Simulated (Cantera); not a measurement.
# Diamond growth

A diamond (100) surface in a fixed gas of H2 with x(CH4) = 0.0072, x(H) = 0.00041, at 923 K, 0.0380 bar; coverages are run to steady state.

Cantera simulation using the Harris–Goodwin 1993 mechanism for the reconstructed diamond (100) surface; the numbers are that mechanism's predictions, not measurements.

```csv
x(CH3),growth (µm/h),θ c6HH,θ c6H*,θ c6*H,θ c6**,θ c6HM
1e-06,0.0122,0.671,0.0120,0.310,0.00488,0.00166
2.5e-06,0.0304,0.669,0.0119,0.309,0.00486,0.00414
6.2e-06,0.0749,0.664,0.0118,0.306,0.00481,0.0102
1.6e-05,0.189,0.651,0.0116,0.300,0.00469,0.0257
3.9e-05,0.438,0.622,0.0111,0.287,0.00442,0.0597
9.6e-05,0.963,0.562,0.00996,0.258,0.00386,0.131
0.00024,1.89,0.454,0.00800,0.207,0.00288,0.258
0.0006,3.10,0.315,0.00545,0.141,0.00167,0.423
0.0015,4.18,0.188,0.00315,0.0815,0.000700,0.572
```
θ: site fractions in the mechanism's names (c6HH fully hydrogenated, c6H* and c6*H radical sites, c6** diradical, c6HM methylated).
